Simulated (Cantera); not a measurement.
Feed: 1 mol SiH2Cl2, 0.094 mol O2, 20 mol N2, held at 49000 Pa.

Equilibrium computed with Cantera from the NASA thermochemical tables; the gas is ideal and each condensed phase is pure. Candidate condensed phases: H2O, NH4Cl, Si, SiO2, Si2N2O, Si3N4; 47 gas species. N2 is the only nitrogen source here; it is nearly inert below about 1500 K, so the nitride shown seldom forms there in practice. Mutual solubility and eutectic melting of coexisting phases are not modelled. The tables' values for SiCl3, SiCl are old estimates; treat these amounts as uncertain. Equilibrium is a limit: real reactors are often held back by kinetics, nucleation or transport.

x: gas mole fraction; n: condensed amount in mol.

```
T (°C)   x N2   x HCl    x H2     x SiCl2     x SiCl4  n Si2N2O(s)  n Si3N4(s)
------  -----  ------  ------  ----------  ----------  -----------  ----------
500     0.917  0.0499  0.0220    1.76e-12      0.0110        0.188       0.130
600     0.916  0.0541  0.0198    2.63e-10     0.00991        0.188       0.137
700     0.915  0.0573  0.0182     1.39e-8     0.00911        0.188       0.143
800     0.915  0.0597  0.0170     3.43e-7     0.00847        0.188       0.147
900     0.914  0.0616  0.0160     4.86e-6     0.00793        0.188       0.151
1000    0.914  0.0631  0.0153     4.45e-5     0.00741        0.188       0.153
1100    0.913  0.0640  0.0148  (withheld)  (withheld)        0.188       0.153
1200    0.913  0.0639  0.0148     0.00135     0.00554        0.188       0.147
1300    0.912  0.0617  0.0157  (withheld)  (withheld)        0.188  (withheld)
1400    0.910  0.0562  0.0183      0.0106     0.00160        0.188      0.0989
1500    0.909  0.0477  0.0223      0.0178    0.000491        0.186      0.0598
1600    0.908  0.0383  0.0267      0.0242    0.000127        0.171      0.0263
```

Problem. Complete the blanks.

Solution. 
- 1100, x SiCl2: 0.000288
- 1100, x SiCl4: 0.00672
- 1300, x SiCl2: 0.00458
- 1300, x SiCl4: 0.00362
- 1300, n Si3N4(s): 0.131
